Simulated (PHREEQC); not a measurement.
A solution holds 0.055 mol HF, 0.0085 mol KF, 0.00086 mol H2SiF6 and 0.0017 mol H3PO4 per kg of water, at 20 °C. Closed to the air; pH follows from the charge balance.

Computed with PHREEQC (ion-association model, phreeqc.dat).

```json
[
 {"quantity": "pH", "before": "2.33", "after": "3.42"},
 {"quantity": "ionic strength (mol/kgw)", "before": "0.0145", "after": "0.000472"},
 {"quantity": "HF (mol/kgw)", "before": "0.0510", "after": "0.000230"},
 {"quantity": "F- (mol/kgw)", "before": "0.00912", "after": "0.000455"},
 {"quantity": "HF2- (mol/kgw)", "before": "0.00171", "after": "3.86e-7"}
]
```

Question: Which change was made?
(A) diluted 100-fold with water
(B) HF from 0.055 to 0.0825 mol/kgw
(C) H2SiF6 left out
(D) H3PO4 replaced by (NH4)2HPO4 at the same molality
(E) H3PO4 left out

Answer: A, diluted 100-fold with water

This is a speciation only: nothing precipitates in the calculation. SiF6-2 is the database's only silicon fluoride.
